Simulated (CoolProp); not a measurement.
The fluid at 298.15 K and 6.55 MPa is throttled through a valve to 1.36 MPa with no heat exchange. The same conditions are run with several fluids, on thermodynamics alone (safety and materials aside).

Model: reference Helmholtz-energy equation of state of each fluid (CH3F (R41): Lemmon 2006; propane: Lemmon 2009; n-pentane: Thol 2019; ethanol: Schroeder 2014; R22: Kamei 1995), in CoolProp.

| fluid | temperature change (K) | final phase | final density (kg/m³) |
|---|---|---|---|
| CH3F (R41) | -39.2 | two-phase, vapour fraction 0.267 | 93.1 |
| propane | ? | liquid | ? |
| n-pentane | ? | liquid | ? |
| ethanol | +1.8 | liquid | ? |
| R22 | ? | liquid | 1190 |

### Question
Some entries are withheld; supply them.

### Answer

- propane, temperature change (K): +0.5
- propane, final density (kg/m³): 493
- n-pentane, temperature change (K): +1.9
- n-pentane, final density (kg/m³): 621
- ethanol, final density (kg/m³): 785
- R22, temperature change (K): +0.2
